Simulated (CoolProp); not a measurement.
A simple Rankine cycle with R11: condensing at 295.15 K, boiler at 0.952 MPa, turbine inlet 382 K, turbine efficiency 0.9, pump efficiency 0.7, no recuperator. Each further row changes one setting.

Computed with CoolProp (reference Helmholtz-energy equation of state, Jacobsen 1992).

| case | thermal efficiency (%) | net work (kJ/kg) | heat in (kJ/kg) | turbine exit temperature (K) | volume ratio over the turbine |
|---|---|---|---|---|---|
| as stated | 16.8 | 37.5 | 223 | 300.8 | 9.16 |
| turbine inlet 402 K | 17.1 | 40.5 | 238 | 320.2 | 8.99 |
| condensing temperature 287.15 K | 18.3 | 42.0 | 230 | 292.3 | 12.0 |
| boiler pressure 0.666 MPa | 14.8 | 33.6 | 228 | 315.3 | 6.31 |
| turbine efficiency 0.8 | 14.9 | 33.3 | 223 | 307.9 | 9.40 |
